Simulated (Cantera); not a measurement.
A perfectly stirred reactor is fed with H₂ : O₂ : N₂ = 1 : 1.14 : 4.27 (molar parts), equivalence ratio 0.44, at 0.270 bar; it is adiabatic with a 525 K inlet, and is followed from long to short residence time, starting on the burning branch (τ in s: 0.14, 0.071, 0.036, 0.018, 0.0089, 0.0045, 0.0022, 0.0011, 0.00056, 0.00028, 0.00014, 7e-05).

Cantera simulation using GRI-Mech 3.0 (53 species, 325 reactions); the numbers are that mechanism's predictions, not measurements.

One state of this run: T (K) = 1625; x H₂ = 0.00278; x O₂ = 0.106; x H₂O = 0.162; x O = 0.00358; x H₂O₂ = 3.35e-7; x NO₂ = 1.91e-9; x OH = 0.00542. x: mole fraction; the columns are a selection and need not sum to one.

### Question
Which value of τ (s) does it belong to?
A) 0.00028
B) 0.0089
C) 0.14
D) 0.00014

### Answer
B, 0.0089
